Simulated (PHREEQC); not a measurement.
Dissolve 0.13 mol HF, 0.019 mol (NH4)2SiF6, 0.0018 mol H3BO3 and 0.0083 mol HCl per kg of water at 80 °C. Closed to the air; pH follows from the charge balance.

The numbers come from PHREEQC with the ion-association model, wateq4f.dat.

```
quantity                   before    after
------------------------  -------  -------
pH                           1.93     1.88
ionic strength (mol/kgw)   0.0712   0.0728
HF (mol/kgw)                0.110   0.0963
H2F2 (mol/kgw)            0.00366  0.00957
F- (mol/kgw)              0.00280  0.00399
HF2- (mol/kgw)            0.00134  0.00170
SI of Quartz (SiO2)         -3.44    -5.16
```

What was changed between the two runs?
A) H3BO3 left out
B) temperature from 80 to 60 °C
C) diluted 100-fold with water
D) temperature from 80 to 50 °C
E) HCl from 0.0083 to 0.083 mol/kgw

D, temperature from 80 to 50 °C

Precipitation was switched off in this run. Away from 25 °C the constants follow the database's enthalpies or fits; those with neither stay at their 25 °C values. SiF6-2 is the database's only silicon fluoride. Real BF4- forms and hydrolyses slowly; the run takes it at equilibrium.
